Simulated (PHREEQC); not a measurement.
# Nickel, zinc or cadmium bath: an equilibrium model

Make-up at 25 °C: 1.8 mmol/kgw CdCl2, 100 mmol/kgw NaCl and 0.047 mmol/kgw HCl. Closed to the air; pH follows from the charge balance.

All values are PHREEQC results (ion-association model, wateq4f.dat), not measurements.

The pH is 4.41 and the ionic strength comes out as 0.102 mol/kgw. The total alkalinity is -0.0470 meq/kg.

```json
[
 {"species": "Cl-", "molality": "0.102", "activity": "0.0777", "log γ": "-0.118"},
 {"species": "Na+", "molality": "0.100", "activity": "0.0781", "log γ": "-0.107"},
 {"species": "CdCl+", "molality": "0.00116", "activity": "0.000908", "log γ": "-0.108"},
 {"species": "Cd+2", "molality": "0.000331", "activity": "0.000122", "log γ": "-0.432"},
 {"species": "CdCl2", "molality": "0.000287", "activity": "0.000294", "log γ": "0.010"},
 {"species": "H+", "molality": "4.70e-5", "activity": "3.88e-5", "log γ": "-0.084"},
 {"species": "CdCl3-", "molality": "1.85e-5", "activity": "1.44e-5", "log γ": "-0.108"},
 {"species": "CdOHCl", "molality": "9.42e-9", "activity": "9.64e-9", "log γ": "0.010"}
]
```

This is a speciation only: nothing precipitates in the calculation. Complexes and solids missing from the database can't appear.
